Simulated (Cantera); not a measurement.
What does this Cantera script print?

```python
import numpy as np
import cantera as ct

gas_names = """
    CL CL2 H HCL H2 N NH NH2 NH3 N2 N2H2 N2H4 Si SiCL SiCL2 SiCL3 SiCL4 SiH SiHCL3 SiH2 SiH2CL2 SiH3
    SiH3CL SiH4 SiN Si2 Si2N Si3
""".split()
cond_names = """
    NH4CL(a) NH4CL(b) Si(cr) Si(L) Si3N4(a)
""".split()


# ... load() reads the species with a 1 bar reference pressure and builds the phases ...
atoms = {
    'SiH2Cl2': {'Si': 1, 'H': 2, 'CL': 2},
    'N2': {'N': 2},
}
top_T = {'Si3N4(a)': 2400}  # K; cautious upper limits of use, not melting points


# ... equilibrate(T, P, feed) seeds the gas with the atoms and calls Mixture.equilibrate('TP', solver="vcs", rtol=1e-11, max_steps=5000) ...
results = []
feed = {'SiH2Cl2': 1, 'N2': 0.35}  # mol
T = 1873.15  # K
P = 8.8  # Pa
mix = equilibrate(T, P, feed)
results.append((T, P, feed, dict(zip(mix.species_names, mix.species_moles))))
x = sorted(zip(gas.X, gas.species_names), reverse=True)
print(f"T = {T:g} K  P = {P:g} Pa  gas = {mix.phase_moles(0):.4g} mol")
print("   x: " + "  ".join(f"{s} {v:.3e}" for v, s in x if v > 0.001))
print("   condensed (mol): " + ("  ".join(f"{mix.phase(i).name} {mix.phase_moles(i):.4g}"
      for i in range(1, mix.n_phases) if mix.phase_moles(i) > 1e-12) or "none"))
```

Output:

```
T = 1873.15 K  P = 8.8 Pa  gas = 2.674 mol
   x: SiCL2 2.700e-01  H2 2.689e-01  HCL 1.740e-01  N2 1.308e-01  Si 8.599e-02  H 3.572e-02  CL 1.750e-02  SiCL 1.544e-02
   condensed (mol): none
```

Method: chemical equilibrium by Gibbs-energy minimisation in Cantera with the NASA 1993 tables (ideal gas, pure condensed phases). The tables' values for SiCl, SiCl3, SiN are old estimates; treat these amounts as uncertain. Gases not in the tables: Si2H6 and higher silanes.
